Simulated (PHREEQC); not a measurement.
1 kg of water holding 0.064 mol/kgw NaCl and 0.00041 mol/kgw Na2B4O7 is evaporated at 25 °C; the solids stay in contact with the brine. No CO2 enters from the air. Solids allowed: Halite, Borax, Boric_acid,s, NaBO2:4H2O, NaB5O8:5H2O, Teepleite. Others were left out.

The series has 28 steps of water left (kg), from 1 to 0.005014.

Computed with PHREEQC (Pitzer model, pitzer.dat).

Question: Which solids form, in which order, and at which step of the series does each first stand?

Answer: Halite from water left = 0.009045 kg (pH 8.27); Borax from water left = 0.00744 kg (pH 8.28).
